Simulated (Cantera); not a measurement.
A closed system holds: 1 mol SiO₂, 1.5 mol H₂, at 10.0 Torr.

Method: chemical equilibrium by Gibbs-energy minimisation in Cantera with the NASA 1993 tables (ideal gas, pure condensed phases). Candidate condensed phases: H₂O, Si, SiO₂; 18 gas species. The tables hold silica as quartz up to 1696 K and as liquid above; real silica turns to tridymite and cristobalite and melts near 1996 K. Equilibrium is a limit: real reactors are often held back by kinetics, nucleation or transport. All values below are at 1925 K.

Base state: H₂ 0.916, SiO 0.0382, H₂O 0.0382, H 0.00792, OH 2.86e-5 (mole fractions); condensed: SiO₂(condensed).

### Question
What changes in the equilibrium state with this change: SiO₂ replaced by AlN?

### Answer
```tsv
species	before	after
H₂	0.916	0.951
Al	0	0.0261
N₂	0	0.0135
SiO	0.0382	0
H₂O	0.0382	0
AlH	0	0.000975
OH	2.86e-5	0
H	0.00792	0.00808
SiO₂(condensed), mol	0.940	0
AlN(s), mol	0	0.957
```
Further candidate phases: Al, AlN.
